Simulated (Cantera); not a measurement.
A closed system holds: 1 mol AlN, 8.7 mol H₂O, 3.6 mol Cl₂, equilibrated at 0.0100 bar.

Cantera equilibrium calculation (NASA polynomials, part measured and part estimated; ideal gas, pure solids and liquids). Candidate condensed phases: Al, AlCl₃, AlN, Al₂O₃, H₂O, NH₄Cl; 45 gas species. Rates play no part.

### Question
At 1623 K, list the 4 most abundant gas species with their mole fractions, and the condensed phases.

### Answer
HCl 0.492, H₂O 0.378, O₂ 0.0688, N₂ 0.0357. Condensed: Al₂O₃(s).
